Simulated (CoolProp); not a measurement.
50 sccm (0 °C, 1 atm) of nitrogen bubbles through liquid 1,2-dichloroethane at 273.3 K and leaves saturated at a total pressure of 0.0716 MPa (ideal gas phase). Each further row changes one setting.

Values from CoolProp's reference Helmholtz-energy equation of state, Thol 2015.

```json
[
 {"case": "as stated", "vapour pressure (kPa)": "2.83", "mole fraction of vapour": "___", "delivery (mg/min)": "9.07", "delivery (sccm)": "2.05", "change of delivery for a bath 1 K warmer (%)": "6.3"},
 {"case": "bath temperature 278.3 K", "vapour pressure (kPa)": "___", "mole fraction of vapour": "0.0525", "delivery (mg/min)": "___", "delivery (sccm)": "2.77", "change of delivery for a bath 1 K warmer (%)": "6.1"},
 {"case": "total pressure 0.143 MPa", "vapour pressure (kPa)": "2.83", "mole fraction of vapour": "___", "delivery (mg/min)": "4.45", "delivery (sccm)": "1.01", "change of delivery for a bath 1 K warmer (%)": "6.1"}
]
```

Task: Fill in the missing entries.

Result: 
- as stated, mole fraction of vapour: 0.0395
- bath temperature 278.3 K, vapour pressure (kPa): 3.76
- bath temperature 278.3 K, delivery (mg/min): 12.2
- total pressure 0.143 MPa, mole fraction of vapour: 0.0198
